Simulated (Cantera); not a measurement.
A closed system holds: 1 mol Mg(OH)₂, 0.25 mol C, 1.9 mol H₂O, held at 1902 °C and 0.135 Torr.

Cantera equilibrium calculation (NASA polynomials, part measured and part estimated; ideal gas, pure solids and liquids). Candidate condensed phases: C, C₆H₆, C₇H₈, C₈H₁₈, H₂O, Mg, MgCO₃, MgO, Mg(OH)₂; 116 gas species. The tables' values for MgH are old estimates; treat these amounts as uncertain. Equilibrium is a limit: real reactors are often held back by kinetics, nucleation or transport.

Base state: H₂O 0.368, Mg 0.183, H 0.109, O₂ 0.0893, H₂ 0.0893, OH 0.0601, O 0.0513, CO 0.0261 (mole fractions); condensed: gas only.

**Question.** What changes in the equilibrium state with this change: temperature from 1902 °C to 1700 °C?

**Answer.** 
```
species       before     after
-----------  -------  --------
H₂O            0.368     0.721
H₂            0.0893     0.124
CO₂           0.0207    0.0424
Mg             0.183   0.00985
O₂            0.0893    0.0103
O             0.0513   0.00410
OH            0.0601    0.0195
H              0.109    0.0355
CO            0.0261    0.0328
MgO          0.00243   6.70e-5
MgH          1.26e-5   7.12e-7
MgOH         0.00145  0.000182
Mg(OH)₂      4.70e-5   2.27e-5
MgO(s), mol        0     0.966
```
